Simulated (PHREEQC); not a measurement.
Make-up at 25 °C: 0.22 mol HBr per kg of water. Closed to the air; pH follows from the charge balance.

The numbers come from PHREEQC with the ion-association model, phreeqc.dat.

```json
[
 {"quantity": "pH", "before": "0.76", "after": "6.83"},
 {"quantity": "ionic strength (mol/kgw)", "before": "0.220", "after": "0.660"}
]
```

Problem. Name the change that produced these shifts.
A. HBr from 0.22 to 0.198 mol/kgw
B. HBr replaced by NaBr at the same molality
C. 0.17 mol/kgw HCl added
D. 0.25 mol/kgw CdCl2 added
E. HBr replaced by CaBr2 at the same molality

Solution. E, HBr replaced by CaBr2 at the same molality

No solid was allowed to form.
